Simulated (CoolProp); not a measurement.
Tetrahydrofuran at several states: density (kg/m³) from the reference equation and from simpler models built on Tc = 267.0 °C, pc = 5.304 MPa, ω = 0.234; each cubic takes its own stable root.

Computed with CoolProp (reference Helmholtz-energy equation of state, Fiedler 2023).

```tsv
T (°C)	p (MPa)	phase	reference
-25.35	1.76	liquid	937.3
-85.35	12.6	liquid	1005
113.45	31.5	liquid	821.4
205.75	3.9	liquid	646.3
-12.85	0.0609	liquid	922.9
30.45	0.29	liquid	876.2
```

Problem. How far does each simpler model (van der Waals, Redlich-Kwong, Peng-Robinson) lie from the reference over these 6 states: mean and median of the absolute difference, and the worst?

Solution. 
- van der Waals: mean 58.1 %, median 39.0 %, worst -99.8 % at -12.85 °C and 0.0609 MPa
- Redlich-Kwong: mean 10.1 %, median 9.2 %, worst -16.0 % at 205.75 °C and 3.9 MPa
- Peng-Robinson: mean 3.3 %, median 3.6 %, worst +6.3 % at 113.45 °C and 31.5 MPa

At some of these states van der Waals gives the other phase, because its saturation line lies elsewhere.
